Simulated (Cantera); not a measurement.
# Premixed flame

A freely propagating, adiabatic, planar premixed flame of 33.5 % H₂, 14.0 % O₂, 52.6 % N₂, equivalence ratio 1.2, unburnt at 650 K and 975 Torr; mixture-averaged transport, grid criteria slope 0.08 and curve 0.16, no radiation.

Detailed kinetics in Cantera: the H2/O2 subset of GRI-Mech 3.0, which has no nitrogen chemistry. Burning velocities carry a grid error of a few per cent, more on coarse grids.

```
z (mm)   T (K)  u (m/s)    x H₂     x O₂      x OH     x HO₂       x H     x H₂O
-------  -----  -------  ------  -------  --------  --------  --------  --------
-1.04      650     9.72   0.335    0.140     <1e-8     <1e-8     <1e-8     <1e-8
-0.691     650     9.72   0.335    0.140     <1e-8     <1e-8     <1e-8     <1e-8
-0.518     650     9.72   0.335    0.140     <1e-8     <1e-8     <1e-8     <1e-8
-0.345     650     9.72   0.335    0.140     <1e-8   5.80e-7   5.75e-8   7.96e-8
-0.173     663     9.88   0.332    0.140   4.88e-5  0.000235  0.000214  0.000577
-0.0864    859     12.5   0.300    0.134  0.000842  0.000216   0.00767    0.0182
0         1312     18.5   0.182   0.0888   0.00463   9.39e-5    0.0482     0.115
0.0864    1624     22.6  0.0911   0.0324    0.0113   3.21e-5    0.0740     0.215
0.173     1769     24.4  0.0753   0.0188    0.0145   1.69e-5    0.0704     0.240
0.345     1925     26.3  0.0748   0.0144    0.0167   1.12e-5    0.0575     0.251
0.691     2087     28.2  0.0751   0.0112    0.0177   7.45e-6    0.0435     0.263
1.38      2244     29.9  0.0736  0.00800    0.0172   4.70e-6    0.0309     0.276
2.76      2381     31.4  0.0710  0.00518    0.0152   2.85e-6    0.0209     0.289
```
x: mole fraction of selected species; z is measured from the peak of heat release.

The laminar burning velocity is 972 cm/s and the thermal thickness comes out as 0.345 mm. The peak x(OH) is 0.0177. The peak x(HO₂) comes out as 0.000313. The peak x(H) comes out as 0.0745 and the grid points is 136.
